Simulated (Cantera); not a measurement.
Input (Python, Cantera):

```python
import numpy as np
import cantera as ct

gas = ct.Solution("gri30.yaml")
gas.TPX = 1023, 1000000, {'CH3OH': 1, 'O2': 1.6, 'N2': 6}
reactor = ct.IdealGasReactor(gas, energy="on", clone=False)
net = ct.ReactorNet([reactor])
net.rtol, net.atol = 1e-08, 1e-16
show = ['CH3OH', 'O2', 'HCN', 'CO2', 'CH2', 'HO2']
times = np.geomspace(8e-06, 2, 10)

steps = ct.SolutionArray(gas, extra=["t"])
rows = []
print(f"{'t/s':>10s}{'T/K':>9s}{'P/Pa':>11s}" + "".join(f"{s:>11s}" for s in show))
for t in times:
    while net.time < t:
        t_next = net.step()
        steps.append(gas.state, t=t_next)
    rows.append([np.interp(t, steps.t, y) for y in (steps.T, steps.P, *steps(*show).X.T)])
    print(f"{t:10.3e}{rows[-1][0]:9.1f}{rows[-1][1]:11.4g}" + "".join(f"{x:11.3e}" for x in rows[-1][2:]))
rate = np.gradient(steps.T, steps.t)
print("integrator steps:", len(steps.t))
if steps.T.max() > steps.T[0] + 200:
    print(f"time of steepest temperature rise: {steps.t[rate.argmax()]:.4e} s")
gas.TPX = 1023, 1000000, {'CH3OH': 1, 'O2': 1.6, 'N2': 6}
gas.equilibrate("UV")
print(f"equilibrium (UV): T = {gas.T:.1f} K  " + "  ".join(f"{s} {gas[s].X[0]:.3e}" for s in show))
```

It prints:

```
       t/s      T/K       P/Pa      CH3OH         O2        HCN        CO2        CH2        HO2
 8.000e-06   1023.0      1e+06  1.163e-01  1.860e-01  1.135e-25  3.219e-11  6.639e-14  4.597e-10
 3.183e-05   1023.0      1e+06  1.163e-01  1.860e-01  4.568e-25  1.282e-10  6.639e-14  2.066e-09
 1.267e-04   1023.0      1e+06  1.163e-01  1.860e-01  1.827e-24  5.100e-10  6.639e-14  8.635e-09
 5.040e-04   1023.0      1e+06  1.163e-01  1.860e-01  7.295e-24  2.030e-09  6.639e-14  3.482e-08
 2.005e-03   1023.0      1e+06  1.163e-01  1.860e-01  2.937e-23  8.076e-09  6.639e-14  1.383e-07
 7.979e-03   1023.0      1e+06  1.163e-01  1.860e-01  1.277e-22  3.216e-08  6.639e-14  5.334e-07
 3.175e-02   1023.1      1e+06  1.162e-01  1.860e-01  1.610e-21  1.370e-07  6.671e-14  4.033e-06
 1.263e-01   2883.2  3.049e+06  1.282e-14  1.773e-02  4.478e-09  8.325e-02  7.055e-14  1.764e-05
 5.026e-01   2883.2  3.049e+06  1.282e-14  1.773e-02  4.478e-09  8.325e-02  7.055e-14  1.764e-05
 2.000e+00   2883.2  3.049e+06  1.282e-14  1.773e-02  4.478e-09  8.325e-02  7.055e-14  1.764e-05
integrator steps: 2584
time of steepest temperature rise: 4.9656e-02 s
equilibrium (UV): T = 2883.2 K  CH3OH 1.340e-14  O2 1.773e-02  HCN 4.478e-09  CO2 8.325e-02  CH2 8.026e-14  HO2 1.764e-05
```

Detailed kinetics in Cantera: GRI-Mech 3.0 (53 species, 325 reactions). GRI-Mech 3.0 was tuned for natural gas; its chemistry of methanol as a main component is partial and can be far from experiment.
